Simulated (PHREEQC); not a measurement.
Dissolve 140 mmol/kgw FeCl3 and 0.063 mmol/kgw H2SO4 at 20 °C. Closed to the air; pH follows from the charge balance.

Computed with PHREEQC (ion-association model, phreeqc.dat).

This is a speciation only: nothing precipitates in the calculation.

Q: Order these Fe species by the share of Fe that they hold, largest first: FeCl2+, FeOH+2, Fe2(OH)2+4, Fe+3, FeCl+2.

A: FeCl+2 (49 %), Fe+3 (23 %), FeCl2+ (16 %), Fe2(OH)2+4 (7.0 %), FeOH+2 (3.5 %)

Q: Order these Cl species by the share of Cl that they hold, largest first: FeCl3, Cl-, FeCl+2, FeCl2+.

A: Cl- (73 %), FeCl+2 (16 %), FeCl2+ (11 %), FeCl3 (0.19 %)

The pH is 1.88 and the ionic strength 0.511 mol/kgw. Saturation is exceeded, for instance for Hematite (slow to form), Goethite (slow to form); the values hold only as long as no solid forms. Complexes and solids missing from the database can't appear.
